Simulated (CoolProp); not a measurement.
Sulfur dioxide at 298.15 K and 0.896 MPa is throttled through a valve to 0.463 MPa with no heat exchange. Each further row changes one setting.

Computed with CoolProp (reference Helmholtz-energy equation of state, Gao 2016).

| case | temperature change (K) | final phase | final density (kg/m³) |
|---|---|---|---|
| as stated | +0.1 | liquid | 1370 |
| outlet pressure 0.139 MPa | [?] | [?] | [?] |
| outlet pressure 0.602 MPa | +0.1 | liquid | 1370 |

Task: Complete the blanks.

Result: 
- outlet pressure 0.139 MPa, temperature change (K): -27.7
- outlet pressure 0.139 MPa, final phase: two-phase, vapour fraction 0.100
- outlet pressure 0.139 MPa, final density (kg/m³): 39.9
